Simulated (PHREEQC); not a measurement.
LiOH is added in steps, without added water, to 1 kg of water holding 3.7 mmol/kgw NaHCO3, 0.1 mmol/kgw Na2B4O7 and 94 mmol/kgw KCl, at 39 °C. Oxygen alone is held at its pressure in air (log pO2 = -0.68). CO2 from the air is kept out. Precipitation was switched off in this run.

Base run: PHREEQC, ion-association model, phreeqc.dat. Each further column changes one thing. The table gives CO3-2 (mol/kgw).

```json
[
 {"LiOH added (mol)": "0", "base": "0.000119", "metal-ligand complexes left out": "0.000123", "Davies equation for every ion": "0.000121", "all activity coefficients set to 1": "(withheld)", "database wateq4f.dat": "0.000118"},
 {"LiOH added (mol)": "0.00087", "base": "0.000704", "metal-ligand complexes left out": "0.000735", "Davies equation for every ion": "0.000710", "all activity coefficients set to 1": "(withheld)", "database wateq4f.dat": "0.000702"},
 {"LiOH added (mol)": "0.00174", "base": "0.00136", "metal-ligand complexes left out": "0.00142", "Davies equation for every ion": "0.00137", "all activity coefficients set to 1": "0.00120", "database wateq4f.dat": "0.00136"},
 {"LiOH added (mol)": "0.002175", "base": "0.00168", "metal-ligand complexes left out": "0.00176", "Davies equation for every ion": "0.00170", "all activity coefficients set to 1": "0.00148", "database wateq4f.dat": "0.00169"},
 {"LiOH added (mol)": "0.003045", "base": "0.00226", "metal-ligand complexes left out": "0.00236", "Davies equation for every ion": "0.00228", "all activity coefficients set to 1": "0.00198", "database wateq4f.dat": "0.00226"},
 {"LiOH added (mol)": "0.003915", "base": "0.00269", "metal-ligand complexes left out": "0.00281", "Davies equation for every ion": "0.00271", "all activity coefficients set to 1": "0.00236", "database wateq4f.dat": "0.00270"},
 {"LiOH added (mol)": "0.004785", "base": "0.00296", "metal-ligand complexes left out": "0.00310", "Davies equation for every ion": "0.00299", "all activity coefficients set to 1": "(withheld)", "database wateq4f.dat": "0.00297"},
 {"LiOH added (mol)": "0.005655", "base": "0.00312", "metal-ligand complexes left out": "0.00327", "Davies equation for every ion": "0.00315", "all activity coefficients set to 1": "(withheld)", "database wateq4f.dat": "0.00313"},
 {"LiOH added (mol)": "0.006525", "base": "0.00322", "metal-ligand complexes left out": "0.00337", "Davies equation for every ion": "0.00324", "all activity coefficients set to 1": "(withheld)", "database wateq4f.dat": "0.00323"},
 {"LiOH added (mol)": "0.00696", "base": "0.00325", "metal-ligand complexes left out": "0.00341", "Davies equation for every ion": "0.00327", "all activity coefficients set to 1": "(withheld)", "database wateq4f.dat": "0.00326"},
 {"LiOH added (mol)": "0.00783", "base": "0.00330", "metal-ligand complexes left out": "0.00346", "Davies equation for every ion": "0.00332", "all activity coefficients set to 1": "0.00299", "database wateq4f.dat": "0.00331"},
 {"LiOH added (mol)": "0.0087", "base": "0.00334", "metal-ligand complexes left out": "0.00350", "Davies equation for every ion": "0.00335", "all activity coefficients set to 1": "(withheld)", "database wateq4f.dat": "0.00334"}
]
```

Task: What belongs in the gaps?

Result: 
- 0, all activity coefficients set to 1: 9.32e-5
- 0.00087, all activity coefficients set to 1: 0.000608
- 0.004785, all activity coefficients set to 1: 0.00262
- 0.005655, all activity coefficients set to 1: 0.00278
- 0.006525, all activity coefficients set to 1: 0.00289
- 0.00696, all activity coefficients set to 1: 0.00293
- 0.0087, all activity coefficients set to 1: 0.00303

Away from 25 °C the constants follow the database's enthalpies or fits; those with neither stay at their 25 °C values. phreeqc.dat and wateq4f.dat share most of their constants, so their agreement is no independent check.
